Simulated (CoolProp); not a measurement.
Properties of water along the isobar 0.869 MPa.

The numbers come from the reference Helmholtz-energy equation of state, Wagner 2002 in CoolProp.

```json
[
 {"T (K)": "320.5", "phase": "liquid", "cp (kJ/(kg K))": "4.179", "cv (kJ/(kg K))": "4.037", "speed of sound (m/s)": "1541", "expansivity (1/kK)": "0.4394", "viscosity (µPa s)": "572", "conductivity (mW/(m K))": "638"},
 {"T (K)": "335.4", "phase": "liquid", "cp (kJ/(kg K))": "4.184", "cv (kJ/(kg K))": "3.963", "speed of sound (m/s)": "1554", "expansivity (1/kK)": "0.5368", "viscosity (µPa s)": "451", "conductivity (mW/(m K))": "654"},
 {"T (K)": "350.3", "phase": "liquid", "cp (kJ/(kg K))": "4.193", "cv (kJ/(kg K))": "3.886", "speed of sound (m/s)": "1556", "expansivity (1/kK)": "0.6245", "viscosity (µPa s)": "367", "conductivity (mW/(m K))": "665"},
 {"T (K)": "365.1", "phase": "liquid", "cp (kJ/(kg K))": "4.205", "cv (kJ/(kg K))": "3.809", "speed of sound (m/s)": "1551", "expansivity (1/kK)": "0.7061", "viscosity (µPa s)": "308", "conductivity (mW/(m K))": "674"},
 {"T (K)": "380", "phase": "liquid", "cp (kJ/(kg K))": "4.222", "cv (kJ/(kg K))": "3.732", "speed of sound (m/s)": "1538", "expansivity (1/kK)": "0.7858", "viscosity (µPa s)": "263", "conductivity (mW/(m K))": "680"},
 {"T (K)": "394.9", "phase": "liquid", "cp (kJ/(kg K))": "4.245", "cv (kJ/(kg K))": "3.657", "speed of sound (m/s)": "1519", "expansivity (1/kK)": "0.8656", "viscosity (µPa s)": "229", "conductivity (mW/(m K))": "683"},
 {"T (K)": "409.8", "phase": "liquid", "cp (kJ/(kg K))": "4.274", "cv (kJ/(kg K))": "3.585", "speed of sound (m/s)": "1494", "expansivity (1/kK)": "0.9477", "viscosity (µPa s)": "202", "conductivity (mW/(m K))": "683"},
 {"T (K)": "424.7", "phase": "liquid", "cp (kJ/(kg K))": "4.310", "cv (kJ/(kg K))": "3.516", "speed of sound (m/s)": "1464", "expansivity (1/kK)": "1.034", "viscosity (µPa s)": "181", "conductivity (mW/(m K))": "681"},
 {"T (K)": "439.6", "phase": "liquid", "cp (kJ/(kg K))": "4.355", "cv (kJ/(kg K))": "3.451", "speed of sound (m/s)": "1428", "expansivity (1/kK)": "1.128", "viscosity (µPa s)": "163", "conductivity (mW/(m K))": "677"}
]
```

Viscosity comes from a separate model (Huber 2009). Thermal conductivity comes from a separate model (Huber 2012).
